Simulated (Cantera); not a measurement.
**Oxide etching and cleaning by halides: B₂O₃ + F₂ + H₂ + HF**

Charge: 1 mol B₂O₃, 3.4 mol F₂, 6.7 mol H₂, 4.5 mol HF, at 93000 Pa.

Method: chemical equilibrium by Gibbs-energy minimisation in Cantera with the NASA 1993 tables (ideal gas, pure condensed phases). Candidate condensed phases: B, B₂O₃, B₃O₃H₃, H₂O; 43 gas species. The tables' values for BF₂ are old estimates; treat these amounts as uncertain. Gases not in the tables: H₃BO₃. Rates play no part.

| T (K) | x HF | x H₂ | x H₂O | x BF₃ | x BOF | x HBO₂ | x B₃O₃F₃ |
|---|---|---|---|---|---|---|---|
| 898 | 0.390 | 0.243 | 0.221 | 0.147 | 8.66e-8 | 1.02e-8 | 1.00e-6 |
| 998 | 0.390 | 0.243 | 0.221 | 0.147 | 2.01e-6 | 2.69e-7 | 7.50e-6 |
| 1098 | 0.390 | 0.243 | 0.220 | 0.147 | 2.63e-5 | 3.89e-6 | 3.94e-5 |
| 1198 | 0.391 | 0.243 | 0.220 | 0.146 | 0.000221 | 3.54e-5 | 0.000155 |
| 1298 | 0.395 | 0.242 | 0.217 | 0.144 | 0.00129 | 0.000216 | 0.000444 |
| 1398 | 0.405 | 0.241 | 0.209 | 0.137 | 0.00530 | 0.000888 | 0.000834 |
| 1498 | 0.426 | 0.238 | 0.194 | 0.124 | 0.0153 | 0.00238 | 0.000892 |
| 1598 | 0.455 | 0.234 | 0.170 | 0.104 | 0.0319 | 0.00426 | 0.000530 |
| 1698 | 0.489 | 0.229 | 0.145 | 0.0808 | 0.0514 | 0.00563 | 0.000203 |
| 1798 | 0.519 | 0.224 | 0.121 | 0.0592 | 0.0699 | 0.00624 | 6.14e-5 |
| 1898 | 0.544 | 0.220 | 0.102 | 0.0415 | 0.0853 | 0.00631 | 1.69e-5 |
x: gas mole fraction; nothing condenses.

From 898 K to 1898 K nothing is condensed.
